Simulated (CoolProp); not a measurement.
Vapour-liquid equilibrium of R113 (1) + n-heptane (2) at 0.0119 MPa; x and y are mole fractions of (1).

Computed with CoolProp (multi-fluid Helmholtz-energy mixture model, Marx 1992 and Span 2003; pair parameters Bell 2016).

Give the bubble temperature and the first vapour's composition at x = 0.35, 0.65, 0.8. Is there an azeotrope?

x = 0.35: 9.7 °C, y = 0.845; x = 0.65: 1.4 °C, y = 0.941; x = 0.8: -1.4 °C, y = 0.967. No azeotrope shows between x = 0.05 and 0.95.

The pair parameters rest on a limited set of measurements; away from them the model extrapolates.
